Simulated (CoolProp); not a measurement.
Vapour pressure (bar) of nitrogen: the reference equation beside estimates from Tc = -147.0 °C, pc = 33.96 bar, ω = 0.037. Clausius-Clapeyron is anchored at -178.85 °C with a constant enthalpy of vaporisation of 4.839 kJ/mol.

Model: reference Helmholtz-energy equation of state, Span 2000, in CoolProp.

```tsv
T (°C)	reference	Clausius-Clapeyron	Peng-Robinson
-184.75	3.135	3.392	3.147
-181.85	4.022	4.181	4.035
-178.85	5.121	5.121	5.135
-175.85	6.422	6.194	6.439
-172.85	7.946	7.407	7.970
-169.85	9.714	8.767	9.748
-166.95	11.68	10.23	11.72
-163.95	13.99	11.89	14.06
-160.95	16.61	13.71	16.70
-157.95	19.58	15.69	19.69
-154.95	22.91	17.84	23.04
-152.05	26.52	20.07	26.66
-149.05	30.71	22.54	30.81
```

Absolute difference from the reference over all 13 rows, mean and median: Clausius-Clapeyron 13.1 and 12.4 %, Peng-Robinson 0.4 and 0.4 %.
